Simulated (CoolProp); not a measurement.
The fluid at 470.71 K and 2.78 MPa flows at 18 m/s in a round tube of 2 mm bore and 0.25 µm roughness, fully developed (64/Re and Nu = 3.66 if laminar; Colebrook and Gnielinski if turbulent). The same conditions are run with several fluids, on thermodynamics alone (safety and materials aside).

Model: reference Helmholtz-energy equation of state of each fluid (n-hexane: Thol 2019; p-xylene: Zhou 2012; benzene: Thol 2012; toluene: Lemmon 2006; ethylbenzene: Zhou 2012), in CoolProp.

```json
[
 {"fluid": "n-hexane", "Reynolds number": "228000", "Darcy friction factor": "0.0163", "pressure drop (Pa/m)": "598000", "heat-transfer coefficient (W/(m² K))": "34800", "mass flow (kg/h)": "92.4"},
 {"fluid": "p-xylene", "Reynolds number": "___", "Darcy friction factor": "0.0171", "pressure drop (Pa/m)": "___", "heat-transfer coefficient (W/(m² K))": "33300", "mass flow (kg/h)": "___"},
 {"fluid": "benzene", "Reynolds number": "___", "Darcy friction factor": "0.0166", "pressure drop (Pa/m)": "900000", "heat-transfer coefficient (W/(m² K))": "35200", "mass flow (kg/h)": "136"},
 {"fluid": "toluene", "Reynolds number": "171000", "Darcy friction factor": "0.0170", "pressure drop (Pa/m)": "___", "heat-transfer coefficient (W/(m² K))": "33300", "mass flow (kg/h)": "140"},
 {"fluid": "ethylbenzene", "Reynolds number": "162000", "Darcy friction factor": "0.0172", "pressure drop (Pa/m)": "975000", "heat-transfer coefficient (W/(m² K))": "33600", "mass flow (kg/h)": "143"}
]
```

Problem. Some entries are withheld; supply them.

Solution. 
- p-xylene, Reynolds number: 165000
- p-xylene, pressure drop (Pa/m): 964000
- p-xylene, mass flow (kg/h): 142
- benzene, Reynolds number: 196000
- toluene, pressure drop (Pa/m): 945000

Transport values come from each fluid's own correlations; those of ethylbenzene are estimates that may be off by 10 % or more.
